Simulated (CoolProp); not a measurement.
The numbers come from the reference Helmholtz-energy equation of state, Platzer 1990 in CoolProp. This equation is an older, rougher fit; its heat capacities, sound speeds and derivatives of the liquid may be far off and weren't checked against measurements.

**Question.** Give the vapour pressure (kPa), liquid density (kg/m³), vapour Z, liquid conductivity (mW/(m K)) of saturated CF4 (R14) at -109.45, -85.95 °C.

**Answer.** 
```tsv
T (°C)	p (kPa)	liquid density (kg/m³)	vapour Z	liquid conductivity (mW/(m K))
-109.45	318	1500	0.918	81.6
-85.95	953	1350	0.815	64.1
```

Thermal conductivity comes from a separate model (Huber 2003), an estimate that may be off by 10 % or more.
